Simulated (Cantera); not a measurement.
Feed: 1 mol Al2O3, 0.02 mol HCl, 0.045 mol H2, held at 1573 K and 44000 Pa.

These are equilibrium values from Cantera (NASA tables, ideal gas, pure condensed phases), not measurements of a reactor. Candidate condensed phases: Al, AlCl3, Al2O3, H2O; 29 gas species. The tables' values for AlCl2 are old estimates; treat these amounts as uncertain. The numbers say what is thermodynamically allowed, not how fast it happens.

Base state: H2 0.693, HCl 0.305, H2O 0.00167, AlCl3 0.00109, H 5.10e-5, AlCl2 2.06e-5, Cl 1.78e-5 (mole fractions); condensed: Al2O3(s).

Q: What changes in the equilibrium state with this change: temperature from 1573 K to 923.15 K?

A: 
```
species         before    after
-------------  -------  -------
H2               0.693    0.692
HCl              0.305    0.308
H2O            0.00167  5.68e-5
AlCl3          0.00109  3.79e-5
H              5.10e-5    <1e-9
AlCl2          2.06e-5    <1e-9
Al2O3(s), mol    1.000    1.000
```
Condensed phases not in the tables: AlOCl.
